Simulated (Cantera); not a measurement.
## Stirred combustor or abatement burner

A perfectly stirred reactor is fed with H2 : O2 : N2 = 1 : 0.98 : 3.69 (molar parts), equivalence ratio 0.51, at 10.0 bar; it is adiabatic with a 800 K inlet, and is followed from long to short residence time, starting on the burning branch (τ in s: 0.19, 0.078, 0.032, 0.013, 0.0054, 0.0022, 0.00091, 0.00037, 0.00015, 6.3e-05).

Computed with Cantera and GRI-Mech 3.0 (53 species, 325 reactions). The hydrogen kinetics of GRI-Mech 3.0 are dated; newer H2 mechanisms differ, most at raised pressure.

| τ (s) | T (K) | x H2 | x O2 | x H2O2 | x N2O | x NO |
|---|---|---|---|---|---|---|
| 0.19 | 2079 | 0.000106 | 0.0912 | 4.40e-7 | 9.87e-7 | 0.00221 |
| 0.078 | 2081 | 0.000111 | 0.0917 | 4.47e-7 | 1.00e-6 | 0.00113 |
| 0.032 | 2082 | 0.000120 | 0.0920 | 4.54e-7 | 1.03e-6 | 0.000520 |
| 0.013 | 2083 | 0.000140 | 0.0922 | 4.67e-7 | 1.09e-6 | 0.000235 |
| 0.0054 | 2082 | 0.000183 | 0.0922 | 4.93e-7 | 1.21e-6 | 0.000116 |
| 0.0022 | 2080 | 0.000275 | 0.0922 | 5.51e-7 | 1.47e-6 | 6.43e-5 |
| 0.00091 | 2076 | 0.000454 | 0.0921 | 6.63e-7 | 1.88e-6 | 4.27e-5 |
| 0.00037 | 2069 | 0.000793 | 0.0919 | 8.56e-7 | 2.39e-6 | 3.24e-5 |
| 0.00015 | 2058 | 0.00141 | 0.0918 | 1.15e-6 | 2.69e-6 | 2.63e-5 |
| 6.3e-5 | 2039 | 0.00245 | 0.0916 | 1.55e-6 | 2.61e-6 | 2.20e-5 |
x: mole fraction; the columns are a selection and need not sum to one.
